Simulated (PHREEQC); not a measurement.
## Phosphoric acid bath: an equilibrium model

Make-up at 25 °C: 11 mmol/kgw H3PO4, 0.6 mmol/kgw H2SO4, 69 mmol/kgw H3AsO4 and 1.9 mmol/kgw H2SeO4. Closed to the air; pH follows from the charge balance.

The numbers come from PHREEQC with the ion-association model, wateq4f.dat.

- pH = 1.70
- ionic strength = 0.0242 mol/kgw
- total alkalinity = -85.0 meq/kg

```tsv
species	molality	activity	log γ
H3AsO4	0.0534	0.0537	0.002
H+	0.0227	0.0200	-0.054
H2AsO4-	0.0156	0.0134	-0.065
H3PO4	0.00789	0.00794	0.002
H2PO4-	0.00311	0.00269	-0.062
SeO4-2	0.00120	0.000660	-0.260
HSeO4-	0.000701	0.000603	-0.065
HSO4-	0.000334	0.000288	-0.064
SO4-2	0.000266	0.000148	-0.254
HAsO4-2	8.45e-8	4.65e-8	-0.260
HPO4-2	1.49e-8	8.35e-9	-0.253
```

No solid was allowed to form. Complexes and solids missing from the database can't appear. H3PO4, which wateq4f.dat lacks, is added to it with the constant of phreeqc.dat.
